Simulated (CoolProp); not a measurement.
A closed Brayton cycle with carbon dioxide: compressor inlet 312.15 K and 8.8 MPa, high pressure 17.8 MPa, turbine inlet 665 K, compressor efficiency 0.8, turbine efficiency 0.9, recuperator effectiveness 0.8 (on enthalpy, no pinch check). Each further row changes one setting.

Values from CoolProp's reference Helmholtz-energy equation of state, Span 1996.

```
case                           thermal efficiency (%)  net work (kJ/kg)  compressor to turbine work  compressor exit (K)  turbine exit (K)
-----------------------------  ----------------------  ----------------  --------------------------  -------------------  ----------------
as stated                                        22.3              53.3                        0.28                344.5             589.7
turbine inlet 615 K                              21.0              46.4                        0.31                344.5             542.5
compressor inlet 322.15 K                        21.3              41.4                        0.44                376.4             589.7
high pressure 15.1 MPa                           19.4              42.8                        0.26                336.8             607.1
recuperator effectiveness 0.5                    16.2              53.3                        0.28                344.5             589.7
```
